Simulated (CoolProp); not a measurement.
Computed with CoolProp (reference Helmholtz-energy equation of state, Lemmon 2006). It is a short technical equation, of lower accuracy than the large ones.

**Question.** Give the vapour pressure (MPa), vapour density (kg/m³), enthalpy of vaporisation (kJ/kg), liquid cp (kJ/(kg K)) of saturated CH3F (R41) at 242.2, 251.9 K.

**Answer.** 
```csv
T (K),p (MPa),vapour density (kg/m³),enthalpy of vaporisation (kJ/kg),liquid cp (kJ/(kg K))
242.2,0.794,15.8,409,2.25
251.9,1.09,21.9,388,2.33
```
